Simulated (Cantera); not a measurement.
Source: NASA polynomial tables (part measured, part estimated), evaluated in Cantera. Values are per mole of reaction as written; species without (g) are pure solids or liquids, kept so even where they would boil at 1 bar.

Problem. Between 300 and 975 K, where is each reaction favourable under standard conditions?
- 3 CH4(g) + 2 Mg + MgCO3 = 4 CH3(g) + 3 MgO

Solution. 
- 3 CH4(g) + 2 Mg + MgCO3 = 4 CH3(g) + 3 MgO: ΔG° is 69 kJ at 300 K and -53 kJ at 975 K; it changes sign between 675 and 775 K. ΔH° is 107 kJ and ΔS° 163 J/K at 975 K.
